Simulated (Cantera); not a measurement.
# Premixed flame

A freely propagating, adiabatic, planar premixed flame of CH₄ : CO : O₂ : N₂ : CO₂ = 1 : 0.26 : 2.84 : 10.5 : 0.15 (molar parts), equivalence ratio 0.75, unburnt at 350 K and 0.370 bar; mixture-averaged transport, grid criteria slope 0.08 and curve 0.16, no radiation.

Detailed kinetics in Cantera: GRI-Mech 3.0 (53 species, 325 reactions). Burning velocities carry a grid error of a few per cent, more on coarse grids.

| z (mm) | T (K) | u (m/s) | x CH₄ | x CO | x O₂ | x HO₂ | x H | x N₂O |
|---|---|---|---|---|---|---|---|---|
| -3.38 | 350 | 0.468 | 0.0678 | 0.0176 | 0.192 | <1e-8 | <1e-8 | <1e-8 |
| -2.26 | 351 | 0.469 | 0.0677 | 0.0176 | 0.192 | 1.91e-7 | <1e-8 | <1e-8 |
| -1.69 | 354 | 0.474 | 0.0674 | 0.0176 | 0.192 | 1.46e-6 | <1e-8 | <1e-8 |
| -1.13 | 392 | 0.527 | 0.0653 | 0.0181 | 0.189 | 1.88e-5 | 1.38e-8 | <1e-8 |
| -0.564 | 735 | 0.996 | 0.0480 | 0.0247 | 0.164 | 9.92e-5 | 7.48e-5 | <1e-8 |
| -0.282 | 1108 | 1.51 | 0.0273 | 0.0342 | 0.131 | 0.000108 | 0.000609 | 1.49e-8 |
| 0 | 1460 | 2.00 | 0.00666 | 0.0422 | 0.0917 | 0.000105 | 0.00236 | 3.47e-8 |
| 0.282 | 1600 | 2.18 | 0.000500 | 0.0360 | 0.0696 | 1.97e-5 | 0.00433 | 6.14e-8 |
| 0.564 | 1648 | 2.24 | 2.11e-5 | 0.0268 | 0.0620 | 8.37e-6 | 0.00513 | 7.89e-8 |
| 1.13 | 1706 | 2.30 | 4.08e-8 | 0.0171 | 0.0570 | 6.43e-6 | 0.00487 | 8.99e-8 |
| 2.26 | 1776 | 2.39 | <1e-8 | 0.0116 | 0.0540 | 4.82e-6 | 0.00341 | 9.98e-8 |
| 4.51 | 1848 | 2.47 | <1e-8 | 0.00827 | 0.0519 | 3.18e-6 | 0.00175 | 1.19e-7 |
| 9.02 | 1907 | 2.54 | <1e-8 | 0.00511 | 0.0502 | 1.88e-6 | 0.000702 | 1.46e-7 |
x: mole fraction of selected species; z is measured from the peak of heat release.

- laminar burning velocity: 46.8 cm/s
- thermal thickness: 1.13 mm
- peak x(HO₂): 0.000130
- peak x(H): 0.00520
- grid points: 143
